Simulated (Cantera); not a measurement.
Source: NASA polynomial tables (part measured, part estimated), evaluated in Cantera. Values are per mole of reaction as written; species without (g) are pure solids or liquids, kept so even where they would boil at 1 bar.

a) 2 Ti + O₂(g) ⇌ 2 TiO(g)
b) V + O₂(g) ⇌ VO₂(g)
c) Nb + O₂(g) ⇌ NbO₂
d) C + O₂(g) ⇌ CO₂(g)
e) 1.2 Ti + O₂(g) ⇌ 0.4 Ti₃O₅

### Question
Order these by ΔG° at 300 K, most negative first.

### Answer
e (-927 kJ), c (-739 kJ), d (-394 kJ), b (-242 kJ), a (49 kJ)
